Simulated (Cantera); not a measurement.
Input: 1 mol SiCl4, 5.9 mol HCl, 3.7 mol H2, equilibrated at 1300 °C and 1.00 bar.

Equilibrium computed with Cantera from the NASA thermochemical tables; the gas is ideal and each condensed phase is pure. Candidate condensed phases: Si; 19 gas species. The tables' values for SiCl3 are old estimates; treat these amounts as uncertain. The numbers say what is thermodynamically allowed, not how fast it happens.

Base state: HCl 0.585, H2 0.322, SiCl4 0.0641, SiCl3 0.0149, SiCl2 0.00906, SiHCl3 0.00468, SiH2Cl2 5.63e-5, Cl 3.34e-5 (mole fractions); condensed: gas only.

### Question
What changes in the equilibrium state with this change: H2 from 3.7 to 0.79 mol?

### Answer
```
species   before    after
-------  -------  -------
HCl        0.585    0.779
SiCl4     0.0641    0.114
H2         0.322   0.0922
SiCl3     0.0149   0.0106
SiH2Cl2  5.63e-5  4.64e-6
SiCl2    0.00906  0.00260
SiHCl3   0.00468  0.00179
Cl       3.34e-5  8.30e-5
H        2.31e-5  1.24e-5
```
